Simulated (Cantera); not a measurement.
A Cantera script and what it prints.

```python
import numpy as np
import cantera as ct

gas_names = [...]  # 140 gases of nasa_gas.yaml made of C, Fe, H, N, O
cond_names = """
    C(gr) C6H6(L) C7H8(L) C8H18(L),n-octa Fe(a) Fe(c) Fe(d) Fe(L) FeC5O5(L) FeO(s) FeO(L) Fe(OH)2(s)
    Fe(OH)3(s) Fe2O3(s) Fe3O4(s) H2O(s) H2O(L)
""".split()


# ... load() reads the species with a 1 bar reference pressure and builds the phases ...
atoms = {
    'Fe(CO)5': {'Fe': 1, 'C': 5, 'O': 5},
    'O2': {'O': 2},
    'H2': {'H': 2},
    'N2': {'N': 2},
}
top_T = {'C(gr)': 4500, 'Fe2O3(s)': 1830, 'Fe3O4(s)': 1870}  # K; cautious upper limits of use, not melting points


# ... equilibrate(T, P, feed) seeds the gas with the atoms and calls Mixture.equilibrate('TP', solver="vcs", rtol=1e-11, max_steps=5000) ...
results = []
feed = {'Fe(CO)5': 1, 'O2': 0.08, 'H2': 45, 'N2': 0.00032}  # mol
P = 1000  # Pa
for T in [848, 898, 948, 998, 1048, 1098, 1148, 1198, 1248, 1298, 1348, 1398, 1448]:
    mix = equilibrate(T, P, feed)
    results.append((T, P, feed, dict(zip(mix.species_names, mix.species_moles))))

top = {s: max(r[3][s] / sum(r[3][g] for g in gas_names) for r in results) for s in gas_names}
cols = sorted((s for s in top if top[s] > 0.0001), key=lambda s: -top[s])[:8]
seen = [c for c in cond_names if any(r[3].get(c, 0) > 1e-12 for r in results)]
print("log10 of partial pressures in bar; condensed amounts in mol")
print(f"{'T/K':>10s}" + "".join(f"{s[:9]:>10s}" for s in cols + seen))
for T, P, feed, n in results:
    ng = sum(n[g] for g in gas_names)
    print(f"{T:10.4g}" + "".join(f"{np.log10(max(n[s] / ng * P / 1e5, 1e-99)):10.3f}" for s in cols)
          + "".join(f"{n.get(c, 0):10.4g}" for c in seen))
```

Output:

```
log10 of partial pressures in bar; condensed amounts in mol
       T/K        H2        CO       H2O       CH4       CO2     Fe(a)     Fe(c)
       848    -2.049    -3.027    -4.204    -4.296    -4.692         1         0
       898    -2.048    -3.010    -4.424    -4.820    -5.019         1         0
       948    -2.047    -3.004    -4.523    -5.402    -5.222         1         0
       998    -2.047    -3.002    -4.546    -5.997    -5.341         1         0
      1048    -2.047    -3.002    -4.545    -6.560    -5.425         1         0
      1098    -2.047    -3.001    -4.539    -7.078    -5.496         1         0
      1148    -2.047    -3.001    -4.534    -7.551    -5.560         1         0
      1198    -2.047    -3.001    -4.529    -7.985    -5.618         0         1
      1248    -2.047    -3.001    -4.525    -8.384    -5.671         0         1
      1298    -2.047    -3.001    -4.522    -8.751    -5.719         0         1
      1348    -2.047    -3.001    -4.519    -9.092    -5.764         0         1
      1398    -2.047    -3.001    -4.517    -9.407    -5.805         0    0.9999
      1448    -2.047    -3.001    -4.515    -9.701    -5.843         0    0.9998
```

Method: chemical equilibrium by Gibbs-energy minimisation in Cantera with the NASA 1993 tables (ideal gas, pure condensed phases).
